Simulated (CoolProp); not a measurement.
Vapour-liquid equilibrium of methane (1) + ethane (2) at 184 kPa; x and y are mole fractions of (1).

Values from CoolProp's multi-fluid Helmholtz-energy mixture model, Setzmann 1991 and Bücker 2006; pair parameters Kunz 2012.

| x | bubble temperature, mixture model (K) | bubble temperature, Raoult's law (K) | y, mixture model | y, Raoult's law |
|---|---|---|---|---|
| 0.05 | ___ | 173.7 | ___ | 0.721 |
| 0.2 | ___ | 146.7 | ___ | 0.969 |
| 0.35 | ___ | 136.1 | ___ | 0.991 |
| 0.5 | 128.2 | 130.0 | 0.996 | 0.997 |
| 0.65 | ___ | 125.8 | 0.998 | 0.999 |
| 0.8 | ___ | 122.6 | 0.999 | 0.999 |
| 0.95 | 120.2 | 120.2 | 1.000 | 1.000 |

Task: Complete the blanks.

Result: 
- 0.05, bubble temperature, mixture model (K): 172.5
- 0.05, y, mixture model: 0.728
- 0.2, bubble temperature, mixture model (K): 143.0
- 0.2, y, mixture model: 0.975
- 0.35, bubble temperature, mixture model (K): 133.3
- 0.35, y, mixture model: 0.992
- 0.65, bubble temperature, mixture model (K): 124.9
- 0.8, bubble temperature, mixture model (K): 122.4

The largest gap from Raoult's law is -3.7 K in bubble temperature, at x = 0.2. No azeotrope shows between x = 0.05 and 0.95.

Pair parameters are fitted to limited data, so mixtures are less certain than the pure fluids.
